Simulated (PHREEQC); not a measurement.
Make-up at 50 °C: 57 mmol/kgw NaH2PO4 and 20 mmol/kgw HNO3. Closed to the air; pH follows from the charge balance.

Computed with PHREEQC (ion-association model, phreeqc.dat).

Task: The ionic strength comes out as 0.0602 mol/kgw. What activity coefficients do NO3-, HPO4-2, H+, Na+, H2PO4- get?

Result: NO3- 0.79, HPO4-2 0.42, H+ 0.84, Na+ 0.81, H2PO4- 0.81.

Precipitation was switched off in this run. Species that the database lacks are ignored. At this temperature some constants are extrapolated from 25 °C, and those without enthalpy data are left unchanged.
